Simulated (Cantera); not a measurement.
# Low-pressure radical oxidation in H2/O2

An isothermal, constant-pressure homogeneous reactor starts with H₂ : O₂ : N₂ = 0.22 : 1 : 0.017 (molar parts), equivalence ratio 0.11, at 925 K and 20.0 Torr.

Cantera simulation using GRI-Mech 3.0 (53 species, 325 reactions); the numbers are that mechanism's predictions, not measurements. Radical loss at walls, strong at low pressure, is not modelled. Below about 950 K walls govern HO2 and H2O2 in real vessels. The temperature is held fixed by assumption; the heat of reaction is taken as removed at once.

```csv
t (s),x H₂,x O₂,x H₂O,x HO₂,x H₂O₂
2.00e-5,0.178,0.808,<1e-12,6.09e-12,<1e-12
0.000107,0.178,0.808,1.07e-11,3.31e-11,<1e-12
0.000569,0.178,0.808,1.50e-9,2.47e-10,<1e-12
0.00304,0.162,0.801,0.0115,1.59e-5,1.33e-7
0.0162,0.00101,0.789,0.194,1.40e-5,8.01e-7
0.0864,9.26e-5,0.790,0.195,2.30e-6,2.67e-7
0.461,3.69e-6,0.790,0.195,1.70e-7,6.19e-8
2.46,5.15e-8,0.790,0.195,1.22e-8,1.26e-8
13.1,1.80e-9,0.790,0.195,1.69e-9,2.73e-9
70.0,2.60e-10,0.790,0.195,3.58e-10,5.95e-10
```
x: mole fraction; the columns are a selection and need not sum to one.

Equilibrium at this temperature and pressure: H₂ 1.06e-11, O₂ 0.790, H₂O 0.195, HO₂ 3.88e-10, H₂O₂ 2.83e-11 (gas phase only).
